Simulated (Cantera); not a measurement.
A Cantera script and what it prints.

```python
import numpy as np
import cantera as ct

gas_names = """
    C CN CO CO2 C2 CCN CNC C2N2 C2O C3 C3O2 C4 C4N2 C5 N NCO NO NO2 NO3 N2 N2O O O2 O3 Si SiC SiC2 SiN
    SiO SiO2 Si2 Si2C Si2N Si3
""".split()
cond_names = """
    C(gr) Si(cr) Si(L) SiC(b) SiO2(Lqz) SiO2(hqz) SiO2(L) Si2N2O(s) Si3N4(a)
""".split()


# ... load() reads the species with a 1 bar reference pressure and builds the phases ...
atoms = {
    'SiC': {'Si': 1, 'C': 1},
    'O2': {'O': 2},
    'N2': {'N': 2},
}
top_T = {'C(gr)': 4500, 'SiC(b)': 3050, 'Si2N2O(s)': 2100, 'Si3N4(a)': 2400}  # K; cautious upper limits of use, not melting points


# ... equilibrate(T, P, feed) seeds the gas with the atoms and calls Mixture.equilibrate('TP', solver="vcs", rtol=1e-11, max_steps=5000) ...
results = []
feed = {'SiC': 1, 'O2': 0.0068, 'N2': 150}  # mol
P = 1333.22  # Pa
for T in [1323, 1473, 1623, 1773, 1923, 2073, 2223]:
    mix = equilibrate(T, P, feed)
    results.append((T, P, feed, dict(zip(mix.species_names, mix.species_moles))))

top = {s: max(r[3][s] / sum(r[3][g] for g in gas_names) for r in results) for s in gas_names}
cols = sorted((s for s in top if top[s] > 0.0001), key=lambda s: -top[s])[:6]
seen = [c for c in cond_names if any(r[3].get(c, 0) > 1e-12 for r in results)]
print("log10 of partial pressures in bar; condensed amounts in mol")
print(f"{'T/K':>10s}" + "".join(f"{s[:9]:>10s}" for s in cols + seen))
for T, P, feed, n in results:
    ng = sum(n[g] for g in gas_names)
    print(f"{T:10.4g}" + "".join(f"{np.log10(max(n[s] / ng * P / 1e5, 1e-99)):10.3f}" for s in cols)
          + "".join(f"{n.get(c, 0):10.4g}" for c in seen))
```

Output:

```
log10 of partial pressures in bar; condensed amounts in mol
       T/K        N2        Si      SiC2      Si2C     C(gr)    SiC(b) Si2N2O(s)  Si3N4(a)
      1323    -1.875   -12.832   -16.339   -16.642     0.993         0  0.006559     0.329
      1473    -1.875   -10.051   -13.700   -12.962         0    0.9865         0  0.004437
      1623    -1.875    -7.792   -12.045   -10.223         0    0.9892         0  0.002594
      1773    -1.875    -6.375   -10.219    -8.413         0    0.9905         0         0
      1923    -1.875    -5.949    -7.916    -7.659         0    0.9859         0         0
      2073    -1.875    -5.149    -6.390    -6.583    0.0645     0.907         0         0
      2223    -1.877    -4.277    -5.256    -5.474    0.5624    0.2471         0         0
```

Equilibrium computed with Cantera from the NASA thermochemical tables; the gas is ideal and each condensed phase is pure. N2 is the only nitrogen source here; it is nearly inert below about 1500 K, so the nitride shown seldom forms there in practice. Mutual solubility and eutectic melting of coexisting phases are not modelled. The tables' values for SiN are old estimates; treat these amounts as uncertain.
